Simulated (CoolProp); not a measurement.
Saturated liquid density (kg/m³) of R134a: the reference equation beside estimates from Tc = 374.2 K, pc = 4059 kPa, ω = 0.327.

The numbers come from the reference Helmholtz-energy equation of state, Tillner-Roth 1994 in CoolProp.

```tsv
T (K)	reference	van der Waals	Redlich-Kwong	Soave-Redlich-Kwong	Peng-Robinson
192.8	1530	865.2	1283	1323	1489
214.1	1472	835.8	1234	1281	1443
235.5	1411	803.8	1179	1232	1391
256.9	1347	768.6	[?]	[?]	1329
278.3	1278	729.6	1048	1109	1257
299.6	[?]	685.6	968.5	1030	[?]
321	1112	[?]	875.4	934.2	1060
342.4	1001	569.8	760.8	810.9	917.8
```

Complete the blanks.


- 256.9, Redlich-Kwong: 1117
- 256.9, Soave-Redlich-Kwong: 1175
- 299.6, reference: 1201
- 299.6, Peng-Robinson: 1169
- 321, van der Waals: 633.9

Absolute difference from the reference over all 8 rows, mean and median: van der Waals 43.1 and 43.0 %, Redlich-Kwong 18.6 and 17.5 %, Soave-Redlich-Kwong 14.3 and 13.4 %, Peng-Robinson 3.1 and 2.3 %.
